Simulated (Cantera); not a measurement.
# Thermodynamics of carbothermic reduction, feed Fe2O3 + CH4 + CO

Feed: 1 mol Fe2O3, a varied amount of CH4, 0.01 mol CO, held at 1477 °C and 0.100 bar.

Method: chemical equilibrium by Gibbs-energy minimisation in Cantera with the NASA 1993 tables (ideal gas, pure condensed phases). Candidate condensed phases: C, C6H6, C7H8, C8H18, Fe, Fe(CO)5, FeO, Fe(OH)2, Fe(OH)3, Fe2O3, Fe3O4, H2O; 114 gas species. Iron dissolves carbon and melts from about 1420 K in contact with it, which pure phases cannot show. Mutual solubility and eutectic melting of coexisting phases are not modelled. The tables' stoichiometric FeO is somewhat more stable than real wüstite, so its field is too wide. FeO: taken at fixed stoichiometry. Condensed phases not in the tables: cementite and carbon dissolved in iron. The numbers say what is thermodynamically allowed, not how fast it happens.

From 0.42 mol CH4 to 0.51 mol CH4 the condensed part is FeO(l). From 0.62 mol CH4 to 1.6 mol CH4 the condensed part is Fe(δ) + FeO(l). From 2 mol CH4 to 2.9 mol CH4 the condensed part is Fe(δ). From 3.5 mol CH4 to 4.3 mol CH4 the condensed part is C(graphite) + Fe(δ). The main Fe-bearing gas is Fe throughout.

```
n(CH4) (mol)   x H2    x H2O   x CO    x CO2       x H      x Fe  x C2H2 (acetylene)  n FeO(l)  n Fe(δ)  n C(graphite)
------------  -----  -------  -----  -------  --------  --------  ------------------  --------  -------  -------------
0.42          0.292    0.369  0.251   0.0876  0.000397   5.10e-5              <1e-12      2.00        0              0
0.51          0.396    0.265  0.285   0.0527  0.000463   9.62e-5              <1e-12      2.00        0              0
0.62          0.453    0.209  0.299   0.0381  0.000495  0.000139              <1e-12      1.92   0.0829              0
0.75          0.454    0.210  0.298   0.0381  0.000495  0.000139              <1e-12      1.69    0.310              0
0.91          0.454    0.210  0.298   0.0380  0.000496  0.000139              <1e-12      1.41    0.589              0
1.1           0.454    0.210  0.297   0.0379  0.000496  0.000139              <1e-12      1.08    0.920              0
1.3           0.454    0.210  0.297   0.0379  0.000496  0.000139              <1e-12     0.730     1.27              0
1.6           0.455    0.210  0.297   0.0379  0.000496  0.000139              <1e-12     0.206     1.79              0
2             0.522    0.143  0.311   0.0235  0.000531  0.000139              <1e-12         0     2.00              0
2.4           0.593   0.0723  0.323   0.0109  0.000566  0.000139              <1e-12         0     2.00              0
2.9           0.655   0.0101  0.333  0.00141  0.000595  0.000139            4.78e-11         0     2.00              0
3.5           0.699  7.73e-6  0.301  9.18e-7  0.000615  0.000139             8.03e-5         0     2.00          0.498
4.3           0.740  7.06e-6  0.259  6.83e-7  0.000633  0.000139             8.50e-5         0     2.00           1.30
```
x: gas mole fraction; n: condensed amount in mol.
